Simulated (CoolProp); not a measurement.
Vapour-liquid equilibrium of dimethyl carbonate (1) + n-nonane (2) at 428 K; x and y are mole fractions of (1).

Computed with CoolProp (multi-fluid Helmholtz-energy mixture model, Zhou 2011 and Lemmon 2006; pair parameters Bell 2016).

Question: Give the bubble pressure and the first vapour's composition at x = 0.35, 0.425, 0.725. Is there an azeotrope?

Answer: x = 0.35: 0.3840 MPa, y = 0.769; x = 0.425: 0.4166 MPa, y = 0.799; x = 0.725: 0.5008 MPa, y = 0.879. No azeotrope shows between x = 0.05 and 0.95.

The pair parameters rest on a limited set of measurements; away from them the model extrapolates.
